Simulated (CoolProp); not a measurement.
The fluid at 340.59 K and 0.252 MPa is throttled through a valve to 0.094 MPa with no heat exchange. The same conditions are run with several fluids, on thermodynamics alone (safety and materials aside).

Model: reference Helmholtz-energy equation of state of each fluid (n-undecane: Aleksandrov 2011; decamethylcyclopentasiloxane (D5): Thol 2019; 1,2-dichloroethane: Thol 2015; p-xylene: Zhou 2012; dodecamethylcyclohexasiloxane (D6): Colonna 2008), in CoolProp.

| fluid | final density (kg/m³) |
|---|---|
| n-undecane | ? |
| decamethylcyclopentasiloxane (D5) | ? |
| 1,2-dichloroethane | ? |
| p-xylene | ? |
| dodecamethylcyclohexasiloxane (D6) | ? |

**Question.** Complete the blanks.

**Answer.** 
- n-undecane, final density (kg/m³): 704
- decamethylcyclopentasiloxane (D5), final density (kg/m³): 908
- 1,2-dichloroethane, final density (kg/m³): 1180
- p-xylene, final density (kg/m³): 819
- dodecamethylcyclohexasiloxane (D6), final density (kg/m³): 922
